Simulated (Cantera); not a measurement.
An isothermal, constant-pressure homogeneous reactor starts with 57.8 % CH₄, 34.7 % H₂O, 7.51 % H₂, at 1850 K and 27.0 bar.

Computed with Cantera and GRI-Mech 3.0 (53 species, 325 reactions). GRI-Mech 3.0 stops at C3 and has no aromatics, soot or wall deposition, so with more carbon than oxygen in the feed, carbon stays in small species such as C2H2 where larger ones or solid carbon would form. The pressure lies above the range GRI-Mech 3.0 was tuned for (to about 10 atm).

x: mole fraction; the columns are a selection and need not sum to one.

```csv
t (s),x CH₄,x H₂O,x H₂,x CH₂O,x C₂H,x HCO
1.00e-6,0.575,0.347,0.0764,…,<1e-12,4.20e-10
5.37e-6,0.562,0.346,0.0843,…,1.87e-10,8.48e-9
2.89e-5,0.490,0.333,0.142,…,1.57e-8,2.44e-8
0.000155,0.304,0.289,0.315,…,1.11e-7,1.31e-8
0.000833,0.147,0.243,0.466,…,1.75e-7,1.57e-8
0.00447,0.126,0.188,0.523,…,1.42e-7,5.20e-8
0.0240,0.115,0.0894,0.606,…,7.09e-8,1.39e-7
0.129,0.0913,0.0156,0.679,1.50e-6,3.07e-8,2.19e-7
0.693,0.0840,0.000125,0.696,1.52e-6,2.39e-8,2.38e-7
3.72,0.0840,8.00e-5,0.696,1.52e-6,2.39e-8,2.38e-7
20.0,0.0840,8.00e-5,0.696,1.52e-6,2.39e-8,2.38e-7
```

Q: Some entries are withheld; supply them.

A: 
- 1.00e-6, x CH₂O: 9.78e-7
- 5.37e-6, x CH₂O: 1.40e-5
- 2.89e-5, x CH₂O: 3.24e-5
- 0.000155, x CH₂O: 1.34e-5
- 0.000833, x CH₂O: 4.94e-6
- 0.00447, x CH₂O: 3.13e-6
- 0.0240, x CH₂O: 1.79e-6
